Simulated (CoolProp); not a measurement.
The fluid at 272.3 K and 1.38 MPa expands adiabatically to 0.675 MPa with isentropic efficiency 0.7. The same conditions are run with several fluids, on thermodynamics alone (safety and materials aside).

The numbers come from the reference Helmholtz-energy equation of state of each fluid (carbon dioxide: Span 1996; fluorine: de Reuck 1990; carbon monoxide: Lemmon 2006; ethane: Bücker 2006; CF4 (R14): Platzer 1990) in CoolProp. The equations of Platzer and Polt are older, rougher fits.

Task: Rank carbon dioxide, fluorine, carbon monoxide, ethane, CF4 (R14) by work (kJ/kg), highest first.

Result: carbon monoxide (36.2), ethane (30.4), fluorine (26.8), carbon dioxide (21.4), CF4 (R14) (11.4)

```
fluid            final temperature (K)  final density (kg/m³)
---------------  ---------------------  ---------------------
carbon dioxide                   238.1                   16.2
fluorine                         237.7                   13.1
carbon monoxide                  236.0                   9.72
ethane                           243.6                   11.2
CF4 (R14)                        249.9                   30.0
```
